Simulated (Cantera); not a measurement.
An adiabatic, constant-volume homogeneous reactor starts with H2 : O2 : N2 = 1 : 0.263 : 0.989 (molar parts), equivalence ratio 1.9, at 1450 K and 100000 Pa. Integrator tolerance rtol = 1e-08.

Detailed kinetics in Cantera: the H2/O2 subset of GRI-Mech 3.0, which has no nitrogen chemistry.

### Question
What does this change do: pressure from 100000 Pa to 450000 Pa?

### Answer
```tsv
quantity	before	after
time of steepest temperature rise	16.5 µs	3.80 µs
temperature at 2.00 s	2952 K	3091 K
equilibrium temperature	2952 K	3091 K
x(H2) at 2.00 s	0.219 (gas-phase equilibrium 0.219)	0.224 (gas-phase equilibrium 0.224)
x(O2) at 2.00 s	0.000909 (gas-phase equilibrium 0.000909)	0.000498 (gas-phase equilibrium 0.000498)
x(HO2) at 2.00 s	1.17e-6 (gas-phase equilibrium 1.17e-6)	1.43e-6 (gas-phase equilibrium 1.43e-6)
x(OH) at 2.00 s	0.0161 (gas-phase equilibrium 0.0161)	0.0129 (gas-phase equilibrium 0.0129)
x(H2O) at 2.00 s	0.235 (gas-phase equilibrium 0.235)	0.243 (gas-phase equilibrium 0.243)
```
The hydrogen kinetics of GRI-Mech 3.0 are dated; newer H2 mechanisms differ, most at raised pressure. Above 3000 K some thermodynamic fits are extrapolated.

### Question
What does this change do: initial temperature 1450 to 1600 K?

### Answer
```json
[
 {"quantity": "time of steepest temperature rise", "before": "16.5 µs", "after": "10.2 µs"},
 {"quantity": "temperature at 2.00 s", "before": "2952 K", "after": "2988 K"},
 {"quantity": "equilibrium temperature", "before": "2952 K", "after": "2988 K"},
 {"quantity": "x(H2) at 2.00 s", "before": "0.219 (gas-phase equilibrium 0.219)", "after": "0.216 (gas-phase equilibrium 0.216)"},
 {"quantity": "x(O2) at 2.00 s", "before": "0.000909 (gas-phase equilibrium 0.000909)", "after": "0.00122 (gas-phase equilibrium 0.00122)"},
 {"quantity": "x(HO2) at 2.00 s", "before": "1.17e-6 (gas-phase equilibrium 1.17e-6)", "after": "1.51e-6 (gas-phase equilibrium 1.51e-6)"},
 {"quantity": "x(OH) at 2.00 s", "before": "0.0161 (gas-phase equilibrium 0.0161)", "after": "0.0189 (gas-phase equilibrium 0.0189)"},
 {"quantity": "x(H2O) at 2.00 s", "before": "0.235 (gas-phase equilibrium 0.235)", "after": "0.229 (gas-phase equilibrium 0.229)"}
]
```
